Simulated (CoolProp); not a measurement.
Computed with CoolProp (reference Helmholtz-energy equation of state, Thol 2015).

**Question.** Give the vapour pressure (MPa), enthalpy of vaporisation (kJ/kg), liquid cp (kJ/(kg K)), vapour Z of saturated 1,2-dichloroethane at 481.8 K.

**Answer.** 
| T (K) | p (MPa) | enthalpy of vaporisation (kJ/kg) | liquid cp (kJ/(kg K)) | vapour Z |
|---|---|---|---|---|
| 481.8 | 1.67 | 231 | 1.64 | 0.776 |
